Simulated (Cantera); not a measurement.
Feed: 1 mol BCl3, 4.9 mol H2O, equilibrated at 1200 K and 1.00 bar.

These are equilibrium values from Cantera (NASA tables, ideal gas, pure condensed phases), not measurements of a reactor. Candidate condensed phases: B, B2O3, B3O3H3, H2O; 33 gas species. Gases not in the tables: H3BO3. Kinetics and transport are ignored.

Base state: H2O 0.525, HCl 0.470, (HBO2)3 0.00445, HBO2 0.000603, H2 2.20e-5, Cl 1.71e-5, Cl2 1.31e-5 (mole fractions); condensed: B2O3(l).

Problem. What changes in the equilibrium state with this change: pressure from 1.00 bar to 0.370 bar?

Solution. 
```tsv
species	before	after
H2O	0.525	0.527
HCl	0.470	0.469
(HBO2)3	0.00445	0.00272
HBO2	0.000603	0.000993
Cl	1.71e-5	2.63e-5
B2O3(l), mol	0.455	0.471
```
